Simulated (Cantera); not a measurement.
A freely propagating, adiabatic, planar premixed flame of CH₄ : H₂ : O₂ : N₂ = 1 : 0.29 : 1.53 : 5.76 (molar parts), unburnt at 650 K and 2.20 bar; mixture-averaged transport, grid criteria slope 0.08 and curve 0.16, no radiation.

Cantera simulation using GRI-Mech 3.0 (53 species, 325 reactions); the numbers are that mechanism's predictions, not measurements. Burning velocities carry a grid error of a few per cent, more on coarse grids.

Q: How do the results move with these cheaper or finer settings: unity-Lewis-number transport; multicomponent transport; multicomponent+Soret transport; grid criteria slope 0.5, curve 1; grid criteria slope 0.25, curve 0.5; grid criteria slope 0.03, curve 0.06?

A: 
```json
[
 {"setting": "as above", "laminar burning velocity": "82.6 cm/s", "thermal thickness": "0.230 mm", "peak x(O)": "0.000243", "peak x(CH₂CO)": "0.000367", "grid points": "137"},
 {"setting": "unity-Lewis-number transport", "laminar burning velocity": "56.4 cm/s", "thermal thickness": "0.293 mm", "peak x(O)": "0.000258", "peak x(CH₂CO)": "0.000240", "grid points": "133"},
 {"setting": "multicomponent transport", "laminar burning velocity": "82.5 cm/s", "thermal thickness": "0.233 mm", "peak x(O)": "0.000242", "peak x(CH₂CO)": "0.000372", "grid points": "138"},
 {"setting": "multicomponent+Soret transport", "laminar burning velocity": "83.0 cm/s", "thermal thickness": "0.228 mm", "peak x(O)": "0.000262", "peak x(CH₂CO)": "0.000366", "grid points": "143"},
 {"setting": "grid criteria slope 0.5, curve 1", "laminar burning velocity": "92.9 cm/s", "thermal thickness": "0.249 mm", "peak x(O)": "0.000267", "peak x(CH₂CO)": "0.000372", "grid points": "39"},
 {"setting": "grid criteria slope 0.25, curve 0.5", "laminar burning velocity": "87.6 cm/s", "thermal thickness": "0.237 mm", "peak x(O)": "0.000251", "peak x(CH₂CO)": "0.000369", "grid points": "58"},
 {"setting": "grid criteria slope 0.03, curve 0.06", "laminar burning velocity": "81.7 cm/s", "thermal thickness": "0.227 mm", "peak x(O)": "0.000242", "peak x(CH₂CO)": "0.000366", "grid points": "349"}
]
```
The base run took about 7 core-seconds (a rough figure).
Unity Lewis numbers drop preferential diffusion, which matters most where H2 and H carry the flame; Soret adds thermal diffusion.
